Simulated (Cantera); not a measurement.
# Catalytic stagnation flow on Pt

A jet of CH₄ : O₂ : N₂ = 0.017 : 0.11 : 0.79 (molar parts) at 300 K and 47.3 Torr hits a platinum plate 4.6 cm away at a mass flux of 0.021 kg/m²/s; the plate temperature is set and raised in steps from an oxygen-covered start.

Cantera simulation using Deutschmann's 1995 Pt surface mechanism with GRI-Mech 3.0 gas chemistry; the numbers are that mechanism's predictions, not measurements. Catalytic surfaces can have several steady states; this one follows from the mechanism file's or the stated starting coverage.

```tsv
plate T (K)	wall x CH₄	wall x O₂	wall x H₂O	wall x OH	wall x CO	wall x CO₂	θ free Pt	θ O*
900	0.0109	0.104	0.0142	2.83e-8	4.40e-6	0.00928	0.220	0.779
950	0.00817	0.0979	0.0193	8.78e-8	4.55e-6	0.0126	0.291	0.709
1000	0.00610	0.0936	0.0231	2.39e-7	4.61e-6	0.0152	0.362	0.637
1050	0.00466	0.0905	0.0257	5.71e-7	4.70e-6	0.0169	0.433	0.566
1100	0.00368	0.0885	0.0274	1.24e-6	4.90e-6	0.0180	0.501	0.498
1150	0.00299	0.0871	0.0286	2.48e-6	5.24e-6	0.0188	0.566	0.434
```
x: mole fraction at the wall; θ: surface coverage.
